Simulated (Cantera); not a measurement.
A closed system holds: 1 mol SiH4, 1.7 mol NH3, 62 mol N2, equilibrated at 973 K and 1.00 bar.

Method: chemical equilibrium by Gibbs-energy minimisation in Cantera with the NASA 1993 tables (ideal gas, pure condensed phases). Candidate condensed phases: Si, Si3N4; 18 gas species. Rates play no part.

Base state: N2 0.932, H2 0.0682, NH3 1.20e-5 (mole fractions); condensed: Si3N4(s).

Q: What changes in the equilibrium state with this change: SiH4 replaced by SiH2Cl2?

A: 
```
species         before     after
-------------  -------  --------
N2               0.932     0.932
H2              0.0682    0.0386
HCl                  0    0.0293
SiCl4                0  0.000174
NH3            1.20e-5   5.11e-6
Si3N4(s), mol    0.333     0.329
```
Further candidate phases: NH4Cl.
